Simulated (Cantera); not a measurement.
A closed system holds: 1 mol Zr, 0.87 mol H2O, held at 1725 K and 6.50e-6 bar.

Equilibrium computed with Cantera from the NASA thermochemical tables; the gas is ideal and each condensed phase is pure. Candidate condensed phases: H2O, Zr, ZrO2; 12 gas species. Mutual solubility and eutectic melting of coexisting phases are not modelled. Condensed phases not in the tables: N, O or C dissolved in the metal. Rates play no part.

Base state: H2 0.930, H 0.0702, ZrO 2.19e-5 (mole fractions); condensed: Zr(β) + ZrO2(tetragonal).

Task: What changes in the equilibrium state with this change: H2O from 0.87 to 27 mol?

Result: 
```
species                 before    after
---------------------  -------  -------
H2O                    6.21e-8    0.866
H2                       0.930   0.0889
H                       0.0702   0.0217
OH                       <1e-9   0.0117
ZrO                    2.19e-5    <1e-9
O2                       <1e-9  0.00985
O                        <1e-9  0.00226
Zr(β), mol               0.565        0
ZrO2(tetragonal), mol    0.435     1.00
```
